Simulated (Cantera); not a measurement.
A perfectly stirred reactor is fed with 23.1 % H2, 7.69 % O2, 69.2 % N2, equivalence ratio 1.5, at 0.133 bar; it is held at 950 K, and followed from long to short residence time.

Detailed kinetics in Cantera: the H2/O2 subset of GRI-Mech 3.0, which has no nitrogen chemistry. Radical loss at walls, strong at low pressure, is not modelled. The temperature is held fixed by assumption; the heat of reaction is taken as removed at once.

One state of this run: x H2 = 0.0990; x O2 = 0.0155; x H = 0.0277; x H2O2 = 5.42e-8; x H2O = 0.129; x HO2 = 3.78e-6; x OH = 0.000351. x: mole fraction; the columns are a selection and need not sum to one.

Question: Which value of τ (s) does it belong to?
(A) 1.7
(B) 0.55
(C) 0.0023
(D) 0.020

Answer: C, 0.0023
